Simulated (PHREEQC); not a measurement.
0.32 g of hydrous ferric oxide (600 m²/g; 0.2 weak and 0.005 strong sites per Fe, Dzombak-Morel constants, diffuse double layer) in 1 kg of water with 0.05 mol/kgw of an inert sodium salt and 0.00037 mol/kgw NiCl2 and 0.00011 mol/kgw ZnSO4, at 25 °C; the pH is set by adding NaOH or the inert anion's acid. O2 is buffered at 0.21 atm. CO2 from the air is kept out. Precipitation was switched off in this run.

Computed with PHREEQC (ion-association model, wateq4f.dat).

```csv
pH,Ni sorbed (%),S sorbed (%),Zn sorbed (%),surface charge σ (C/m²),surface potential ψ (mV)
4,0.0,98.3,0.0,0.213,143
4.67,0.2,95.3,0.7,0.160,128
5.33,1.3,84.0,5.3,0.109,109
6,3.8,56.4,13.5,0.073,89
6.67,16.4,28.9,41.3,0.053,74
7.33,42.4,16.2,71.8,0.048,69
8,64.9,6.1,85.2,0.044,65
8.67,78.0,1.4,83.2,0.038,60
9.33,88.2,0.2,54.6,0.028,48
10,92.1,0.0,30.4,0.012,22
10.67,89.4,0.0,23.0,-0.007,-13
11.33,82.7,0.0,19.5,-0.035,-55
12,67.6,0.0,10.7,-0.098,-98
```

Along this series the solution becomes supersaturated in solids that the run did not let form, among them Zn(OH)2-a, Ni(OH)2, Ni4(OH)6SO4.
